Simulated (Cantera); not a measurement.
What does this Cantera script print?

```python
import numpy as np
import cantera as ct

gas_names = [...]  # 45 gases of nasa_gas.yaml made of Al, Cl, H, N, O
cond_names = """
    AL(cr) AL(L) ALCL3(s) ALCL3(L) ALN(s) AL2O3(a) AL2O3(L) H2O(s) H2O(L) NH4CL(a) NH4CL(b)
""".split()


# ... load() reads the species with a 1 bar reference pressure and builds the phases ...
atoms = {
    'AlCl3': {'AL': 1, 'CL': 3},
    'N2O': {'N': 2, 'O': 1},
    'H2': {'H': 2},
}
top_T = {'ALN(s)': 2750}  # K; cautious upper limits of use, not melting points


# ... equilibrate(T, P, feed) seeds the gas with the atoms and calls Mixture.equilibrate('TP', solver="vcs", rtol=1e-11, max_steps=5000) ...
results = []
feed = {'AlCl3': 1, 'N2O': 4.8, 'H2': 1.6}  # mol
T = 1575  # K
P = 10000  # Pa
mix = equilibrate(T, P, feed)
results.append((T, P, feed, dict(zip(mix.species_names, mix.species_moles))))
print(gas.report(threshold=0.001))
for i in range(1, mix.n_phases):
    print(f"{mix.phase(i).name:16s} {mix.phase_moles(i):12.5e} mol")
```

Output:

```
       temperature   1575 K
          pressure   10000 Pa
           density   0.023796 kg/m^3
  mean mol. weight   31.161 kg/kmol
   phase of matter   gas

                          1 kg             1 kmol
                     ---------------   ---------------
          enthalpy         3.741e+05        1.1657e+07  J
   internal energy            -46148        -1.438e+06  J
           entropy            8779.3        2.7357e+05  J/K
    Gibbs function       -1.3453e+07       -4.1922e+08  J
 heat capacity c_p            1128.4             35161  J/K
 heat capacity c_v            861.53             26846  J/K

                      mass frac. Y      mole frac. X     chem. pot. / RT
                     ---------------   ---------------   ---------------
                CL          0.029501          0.025932           -18.863
               CL2          0.017124         0.0075263           -37.727
               HCL           0.32039           0.27384           -36.198
               H2O          0.017902          0.030965           -50.717
                NO         0.0011547         0.0011992           -30.625
                N2           0.45245           0.50328           -29.153
                O2           0.16123           0.15701           -32.097
     [  +38 minor]        0.00024278        0.00023966

AL(L)             0.00000e+00 mol
ALCL3(L)          0.00000e+00 mol
ALN(s)            0.00000e+00 mol
AL2O3(a)          4.99977e-01 mol
```

Cantera equilibrium calculation (NASA polynomials, part measured and part estimated; ideal gas, pure solids and liquids).
